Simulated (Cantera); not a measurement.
A closed system holds: 1 mol CaO, 4 mol HF, at 133 Pa.

Equilibrium computed with Cantera from the NASA thermochemical tables; the gas is ideal and each condensed phase is pure. Candidate condensed phases: Ca, CaF2, CaO, Ca(OH)2, H2O; 29 gas species. Mutual solubility and eutectic melting of coexisting phases are not modelled. The numbers say what is thermodynamically allowed, not how fast it happens.

Task: Which condensed phases are stable at each of these points (T (K)): 1250, 1300, 1350, 1400, 1450, 1500, 1550, 1600, 1650, 1700?

Result: 
```tsv
T (K)	condensed phases	Ca condensed (%)
1250	CaF2(s)	100.0
1300	CaF2(s)	100.0
1350	CaF2(s)	100.0
1400	CaF2(s)	100.0
1450	CaF2(s)	99.8
1500	CaF2(s)	99.5
1550	CaF2(s)	98.6
1600	CaF2(s)	96.4
1650	CaF2(s)	91.1
1700	CaF2(l) + CaO(s)	77.9
```

From 1250 K to 1650 K the condensed part is CaF2(s). At 1700 K the condensed part is CaF2(l) + CaO(s).
